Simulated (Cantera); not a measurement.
# Hydrocarbon pyrolysis for carbon deposition

A perfectly stirred reactor is fed with C2H6 : N2 = 0.55 : 3.3 (molar parts), at 1.30 bar; it is held at 1375 K, and followed from long to short residence time.

Cantera simulation using GRI-Mech 3.0 (53 species, 325 reactions); the numbers are that mechanism's predictions, not measurements. GRI-Mech 3.0 stops at C3 and has no aromatics, soot or wall deposition, so with more carbon than oxygen in the feed, carbon stays in small species such as C2H2 where larger ones or solid carbon would form.

| τ (s) | x C2H6 | x HCN | x C2H2 | x CH4 | x H | x H2 | x CH3 |
|---|---|---|---|---|---|---|---|
| 13 | 0.000127 | 9.73e-10 | 0.0752 | 0.0573 | 1.65e-6 | 0.137 | 1.37e-5 |
| 3.3 | 0.000244 | 6.55e-10 | 0.0762 | 0.0499 | 2.55e-6 | 0.145 | 1.76e-5 |
| 0.84 | 0.000510 | 5.63e-10 | 0.0764 | 0.0419 | 4.25e-6 | 0.152 | 2.35e-5 |
| 0.22 | 0.00113 | 5.38e-10 | 0.0741 | 0.0364 | 6.86e-6 | 0.155 | 3.29e-5 |
| 0.056 | 0.00283 | 5.39e-10 | 0.0662 | 0.0336 | 1.04e-5 | 0.149 | 4.98e-5 |
| 0.015 | 0.00749 | 5.48e-10 | 0.0505 | 0.0320 | 1.39e-5 | 0.133 | 7.99e-5 |
| 0.0038 | 0.0222 | 5.40e-10 | 0.0270 | 0.0276 | 1.61e-5 | 0.103 | 0.000139 |
| 0.00097 | 0.0609 | 4.66e-10 | 0.00797 | 0.0163 | 1.48e-5 | 0.0629 | 0.000231 |
x: mole fraction; the columns are a selection and need not sum to one.
